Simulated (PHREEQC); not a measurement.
A PHREEQC speciation (ion-association model, phreeqc.dat) at 75 °C gives pH 1.07 and these molalities:

```tsv
species	mol/kgw
Cl-	0.254
H+	0.112
Zn+2	0.0841
HSO4-	0.0739
ZnCl+	0.0738
SO4-2	0.00962
ZnSO4	0.00865
ZnCl2	0.00839
ZnCl3-	0.00342
ZnCl4-2	0.00125
Zn(SO4)2-2	0.000403
```

Problem. What are the element totals, and what could have been dissolved in 1 kg of water to give them?

Solution. This is not unique; one that fits is totals Cl 0.360, S(6) 0.0930, Zn 0.180 mol/kgw, from 180 mmol/kgw ZnCl2 and 93 mmol/kgw H2SO4.

This is a speciation only: nothing precipitates in the calculation. Away from 25 °C the constants follow the database's enthalpies or fits; those with neither stay at their 25 °C values.
